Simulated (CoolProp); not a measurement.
A single-stage vapour-compression cycle with R134a: evaporating at 287.15 K (dew point), condensing at 318.15 K (bubble point), superheat 0 K, subcooling 8 K, compressor efficiency 0.85, no pressure losses. Each further row changes one setting.

Model: reference Helmholtz-energy equation of state, Tillner-Roth 1994, in CoolProp.

```json
[
 {"case": "as stated", "cooling COP": "7.08", "pressure ratio": "2.45", "discharge temperature (K)": "324.0", "refrigerating effect (kJ/kg)": "155", "volumetric capacity (kJ/m³)": "3560"},
 {"case": "evaporating temperature 292.15 K", "cooling COP": "8.78", "pressure ratio": "2.09", "discharge temperature (K)": "323.0", "refrigerating effect (kJ/kg)": "157", "volumetric capacity (kJ/m³)": "4240"},
 {"case": "condensing temperature 313.15 K", "cooling COP": "8.69", "pressure ratio": "2.15", "discharge temperature (K)": "318.2", "refrigerating effect (kJ/kg)": "162", "volumetric capacity (kJ/m³)": "3730"},
 {"case": "subcooling 13 K", "cooling COP": "7.42", "pressure ratio": "2.45", "discharge temperature (K)": "324.0", "refrigerating effect (kJ/kg)": "162", "volumetric capacity (kJ/m³)": "3730"},
 {"case": "superheat 10 K", "cooling COP": "7.10", "pressure ratio": "2.45", "discharge temperature (K)": "333.7", "refrigerating effect (kJ/kg)": "164", "volumetric capacity (kJ/m³)": "3580"},
 {"case": "compressor efficiency 0.75", "cooling COP": "6.25", "pressure ratio": "2.45", "discharge temperature (K)": "326.6", "refrigerating effect (kJ/kg)": "155", "volumetric capacity (kJ/m³)": "3560"}
]
```
